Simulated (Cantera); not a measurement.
A Cantera script and what it prints.

```python
import numpy as np
import cantera as ct

gas_names = [...]  # 116 gases of nasa_gas.yaml made of C, H, Mg, O
cond_names = """
    C(gr) C6H6(L) C7H8(L) C8H18(L),n-octa H2O(s) H2O(L) Mg(cr) Mg(L) MgCO3(s) MgO(s) MgO(L) MgO2H2(s)
""".split()


# ... load() reads the species with a 1 bar reference pressure and builds the phases ...
atoms = {
    'MgO': {'Mg': 1, 'O': 1},
    'CH4': {'C': 1, 'H': 4},
    'H2': {'H': 2},
}
top_T = {'C(gr)': 4500}  # K; cautious upper limits of use, not melting points


# ... equilibrate(T, P, feed) seeds the gas with the atoms and calls Mixture.equilibrate('TP', solver="vcs", rtol=1e-11, max_steps=5000) ...
results = []
feed = {'MgO': 1, 'CH4': 0.7, 'H2': 1.4}  # mol
P = 1333.22  # Pa
for T in [1650, 1700, 1750, 1800, 1850, 1900, 1950, 2000, 2050, 2100]:
    mix = equilibrate(T, P, feed)
    results.append((T, P, feed, dict(zip(mix.species_names, mix.species_moles))))

top = {s: max(r[3][s] / sum(r[3][g] for g in gas_names) for r in results) for s in gas_names}
cols = sorted((s for s in top if top[s] > 1e-06), key=lambda s: -top[s])[:5]
seen = [c for c in cond_names if any(r[3].get(c, 0) > 1e-12 for r in results)]
print("log10 of partial pressures in bar; condensed amounts in mol")
print(f"{'T/K':>10s}" + "".join(f"{s[:9]:>10s}" for s in cols + seen))
for T, P, feed, n in results:
    ng = sum(n[g] for g in gas_names)
    print(f"{T:10.4g}" + "".join(f"{np.log10(max(n[s] / ng * P / 1e5, 1e-99)):10.3f}" for s in cols)
          + "".join(f"{n.get(c, 0):10.4g}" for c in seen))
```

Output:

```
log10 of partial pressures in bar; condensed amounts in mol
       T/K        H2        Mg        CO         H       H2O    MgO(s)
      1650    -2.052    -2.654    -2.653    -5.067    -6.867       0.3
      1700    -2.052    -2.654    -2.653    -4.858    -6.420    0.2999
      1750    -2.052    -2.654    -2.654    -4.660    -5.998    0.2997
      1800    -2.053    -2.654    -2.654    -4.472    -5.602    0.2991
      1850    -2.054    -2.654    -2.654    -4.296    -5.228     0.298
      1900    -2.055    -2.653    -2.655    -4.128    -4.875    0.2955
      1950    -2.058    -2.651    -2.656    -3.970    -4.544    0.2903
      2000    -2.062    -2.646    -2.658    -3.820    -4.234    0.2801
      2050    -2.070    -2.638    -2.662    -3.679    -3.947    0.2612
      2100    -2.081    -2.624    -2.667    -3.547    -3.685    0.2283
```

These are equilibrium values from Cantera (NASA tables, ideal gas, pure condensed phases), not measurements of a reactor. The tables' values for MgH are old estimates; treat these amounts as uncertain.
